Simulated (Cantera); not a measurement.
An isothermal, constant-pressure homogeneous reactor starts with 2.05 % CO, 0.303 % O2, 0.0429 % H2O, 97.6 % N2, equivalence ratio 3.4, at 1198 K and 1.70 bar.

Cantera simulation using GRI-Mech 3.0 (53 species, 325 reactions); the numbers are that mechanism's predictions, not measurements.

One state of this run: x CO = 0.0142; x O2 = 4.63e-12; x H2O = 0.000169; x H2 = 0.000262; x NO = 4.41e-7; x OH = 2.31e-9; x N2O = 1.11e-8. x: mole fraction; the columns are a selection and need not sum to one.

Problem. Which value of t (s) does it belong to?
A) 5.55
B) 1.38
C) 22.4
D) 0.0851

Solution. B, 1.38
